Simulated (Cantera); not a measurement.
A perfectly stirred reactor is fed with CO : H2 : CH4 : O2 : N2 = 1 : 0.23 : 0.11 : 0.522 : 3.08 (molar parts), equivalence ratio 1.6, at 1000000 Pa; it is adiabatic with a 400 K inlet, and is followed from long to short residence time, starting on the burning branch (τ in s: 0.39, 0.13, 0.042, 0.014, 0.0046, 0.0015, 0.0005, 0.00016, 5.4e-05, 1.8e-05).

Cantera simulation using GRI-Mech 3.0 (53 species, 325 reactions); the numbers are that mechanism's predictions, not measurements.

Task: What does this change do: inlet temperature 400 to 550 K?

Result: 
```json
[
 {"quantity": "blow-out, bracketed by the residence times tried", "before": "burning at 54.0 µs, out at 18.0 µs", "after": "burning at 18.0 µs, the shortest tried"},
 {"quantity": "x(CO) at τ = 0.390 s", "before": "0.117", "after": "0.118"},
 {"quantity": "x(H2) at τ = 0.390 s", "before": "0.0179", "after": "0.0168"},
 {"quantity": "x(CH4) at τ = 0.390 s", "before": "3.13e-5", "after": "8.73e-6"},
 {"quantity": "x(H2O) at τ = 0.390 s", "before": "0.0789", "after": "0.0801"},
 {"quantity": "x(O) at τ = 0.390 s", "before": "1.09e-7", "after": "3.37e-7"},
 {"quantity": "x(CO) at τ = 1.50 ms", "before": "0.118", "after": "0.119"},
 {"quantity": "x(H2) at τ = 1.50 ms", "before": "0.0175", "after": "0.0166"},
 {"quantity": "x(CH4) at τ = 1.50 ms", "before": "0.000108", "after": "4.23e-5"},
 {"quantity": "x(H2O) at τ = 1.50 ms", "before": "0.0785", "after": "0.0792"},
 {"quantity": "x(O) at τ = 1.50 ms", "before": "1.95e-5", "after": "3.92e-5"}
]
```

Task: What does this change do: N2 3.08 to 2.2 parts?

Result: 
```
quantity                                                                      before                                   after
------------------------------------------------  ----------------------------------  --------------------------------------
blow-out, bracketed by the residence times tried  burning at 54.0 µs, out at 18.0 µs  burning at 18.0 µs, the shortest tried
x(CO) at τ = 0.390 s                                                           0.117                                   0.147
x(H2) at τ = 0.390 s                                                          0.0179                                  0.0192
x(CH4) at τ = 0.390 s                                                        3.13e-5                                 2.29e-6
x(H2O) at τ = 0.390 s                                                         0.0789                                   0.100
x(O) at τ = 0.390 s                                                          1.09e-7                                 1.57e-6
x(CO) at τ = 1.50 ms                                                           0.118                                   0.148
x(H2) at τ = 1.50 ms                                                          0.0175                                  0.0191
x(CH4) at τ = 1.50 ms                                                       0.000108                                 2.55e-5
x(H2O) at τ = 1.50 ms                                                         0.0785                                  0.0989
x(O) at τ = 1.50 ms                                                          1.95e-5                                 6.58e-5
```
